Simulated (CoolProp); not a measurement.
A Linde-Hampson liquefier for oxygen: isothermal reversible compression at 300 K from 1 atm to 20 MPa, throttling to 1 atm, return gas leaving the recuperator 10 K below the feed. Each further row changes one setting.

Values from CoolProp's reference Helmholtz-energy equation of state, Schmidt 1985.

```tsv
case	liquid yield per pass	compression work (kJ/kg of gas)
as stated	0.084	405
high pressure 40 MPa	0.136	458
warm-end temperature 330 K	0.060	449
warm-end gap 15 K	0.074	405
```

Above 300 K oxygen's equation is extrapolated.
